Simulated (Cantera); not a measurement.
## Thermodynamics of oxide etching and cleaning by halides, feed B2O3 + BCl3

Feed: 1 mol B2O3, a varied amount of BCl3, equilibrated at 2.00e-5 bar.

Equilibrium computed with Cantera from the NASA thermochemical tables; the gas is ideal and each condensed phase is pure. Candidate condensed phases: B, B2O3; 18 gas species. The tables' values for BCl2 are old estimates. The numbers say what is thermodynamically allowed, not how fast it happens.

Question: Map the stable condensed phases over T = 1125, 1150, 1175, 1200, 1225, 1250, 1275, 1300, 1325, 1350, 1375, 1400, 1425 K and n(BCl3) in mol = 0.81, 1, 1.3, 1.7, 2.2, 2.8, 3.7, 4.7, 6.1, 7.8.

Answer: 
```
T in K \ n(BCl3) in mol
         0.81    1  1.3  1.7  2.2  2.8  3.7  4.7  6.1  7.8
   1425     A    A    A    A    A    A    A    A    A    A
   1400     B    B    A    A    A    A    A    A    A    A
   1375     B    B    B    A    A    A    A    A    A    A
   1350     B    B    B    B    A    A    A    A    A    A
   1325     B    B    B    B    B    A    A    A    A    A
   1300     B    B    B    B    B    B    A    A    A    A
   1275     B    B    B    B    B    B    A    A    A    A
   1250     B    B    B    B    B    B    B    A    A    A
   1225     B    B    B    B    B    B    B    A    A    A
   1200     B    B    B    B    B    B    B    A    A    A
   1175     B    B    B    B    B    B    B    A    A    A
   1150     B    B    B    B    B    B    B    B    A    A
   1125     B    B    B    B    B    B    B    B    A    A
```
A: gas only; B: B2O3.
